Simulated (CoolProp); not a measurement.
Saturation properties of carbonyl sulfide (Tc = 105.6 °C, pc = 6.369 MPa, ω = 0.098).

Model: reference Helmholtz-energy equation of state, Lemmon 2006, in CoolProp. It is a short technical equation, of lower accuracy than the large ones.

```csv
T (°C),p (MPa),vapour Z,surface tension (mN/m)
4.55,0.7427,0.8867,11.3
14.95,0.9900,0.8619,9.69
25.35,1.293,0.8338,8.17
35.65,1.654,0.8025,6.73
46.05,2.087,0.7669,5.37
56.45,2.597,0.7264,4.10
66.85,3.192,0.6801,2.93
77.25,3.881,0.6258,1.89
87.65,4.676,0.5590,0.994
97.95,5.587,0.4672,0.300
```

It boils at -50.2 °C under 1 atm.

Surface tension comes from a separate correlation (Mulero 2012).
